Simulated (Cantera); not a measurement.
A closed system holds: 1 mol B2O3, 7.3 mol F2, 11 mol H2, held at 1323 K and 4.10 mbar.

Method: chemical equilibrium by Gibbs-energy minimisation in Cantera with the NASA 1993 tables (ideal gas, pure condensed phases). Candidate condensed phases: B, B2O3, B3O3H3, H2O; 43 gas species. Gases not in the tables: H3BO3. The numbers say what is thermodynamically allowed, not how fast it happens.

Base state: HF 0.574, H2 0.203, H2O 0.113, BF3 0.0609, BOF 0.0458, HBO2 0.00280, B3O3F3 0.000150, H 1.12e-5 (mole fractions); condensed: gas only.

### Question
What changes in the equilibrium state with this change: temperature from 1323 K to 1850 K?

### Answer
```json
[
 {"species": "HF", "before": "0.574", "after": "0.653"},
 {"species": "H2", "before": "0.203", "after": "0.190"},
 {"species": "BOF", "before": "0.0458", "after": "0.0995"},
 {"species": "H2O", "before": "0.113", "after": "0.0497"},
 {"species": "BF3", "before": "0.0609", "after": "0.000927"},
 {"species": "B3O3F3", "before": "0.000150", "after": "1.26e-9"},
 {"species": "BO", "before": "1.50e-9", "after": "1.16e-5"}
]
```
The tables' values for BF2 are old estimates; treat these amounts as uncertain.
